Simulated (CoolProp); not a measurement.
Properties of carbonyl sulfide at several states (Tc = 378.8 K, pc = 6.369 MPa, ω = 0.098).

Values from CoolProp's reference Helmholtz-energy equation of state, Lemmon 2006. It is a short technical equation, of lower accuracy than the large ones.

```csv
T (K),p (MPa),phase,density (kg/m³),cp (kJ/(kg K)),cv (kJ/(kg K)),Joule-Thomson coefficient (K/MPa),isothermal compressibility (1/MPa)
314.3,0.0179,gas,0.4122,0.7055,0.5662,17.52,55.96
235.4,0.0134,gas,0.4126,0.6332,0.4929,38.01,74.86
280.4,0.0276,gas,0.7138,0.6783,0.5377,23.47,36.36
539.3,1.82,gas,25.15,0.8594,0.6976,5.314,0.5666
437.3,0.144,gas,2.391,0.7880,0.6466,8.241,6.978
181.5,12.4,liquid,1272,1.154,0.7379,-0.4974,0.0007561
```
